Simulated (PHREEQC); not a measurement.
Synthetic water in mg/L, 25 °C, pH 7.16, pe 10.1:

```csv
constituent,mg/L
Na,1.09
K,0.119
Ca,1.5
Mg,0.198
Cl,0.406
S(6) as SO4,1.32
Alkalinity as HCO3,6.4
Ni,0.00195
```

Valence states are taken as typed.

Equilibrium calculation in PHREEQC: ion-association model, wateq4f.dat.

Precipitation was switched off in this run.

Question: What charge-balance error does the model give?

Answer: charge-balance error -0.8 %.

Question: In which forms is C present?

Answer: HCO3- 87 %, CO2 13 % of the C.

The database's nickel carbonate constants are estimates that later reviews lower a good deal.
